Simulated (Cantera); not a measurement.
Charge: 1 mol Si2Cl6, 0.057 mol HCl, 93 mol H2, 0.41 mol Cl2, held at 1725 K and 1.00 bar.

These are equilibrium values from Cantera (NASA tables, ideal gas, pure condensed phases), not measurements of a reactor. Candidate condensed phases: Si; 19 gas species. The feed counts by its element totals alone. The tables' values for SiCl3 are old estimates; treat these amounts as uncertain. Gases not in the tables: Si2H6 and higher silanes. Kinetics and transport are ignored.

Base state: H2 0.939, HCl 0.0508, SiCl2 0.00947, SiCl3 0.000353, H 0.000180, SiHCl3 9.45e-5, SiH2Cl2 6.37e-5, SiCl4 2.47e-5 (mole fractions); condensed: Si(l).

Question: What changes in the equilibrium state with this change: Si2Cl6 replaced by SiHCl3?

Answer: 
```
species       before    after
----------  --------  -------
H2             0.939    0.963
HCl           0.0508   0.0326
SiCl2        0.00947  0.00380
SiCl4        2.47e-5  3.97e-6
SiCl3       0.000353  8.99e-5
SiHCl3       9.45e-5  2.43e-5
SiH2Cl2      6.37e-5  2.62e-5
SiH3Cl       1.31e-5  8.61e-6
Si(l), mol      1.03    0.620
```
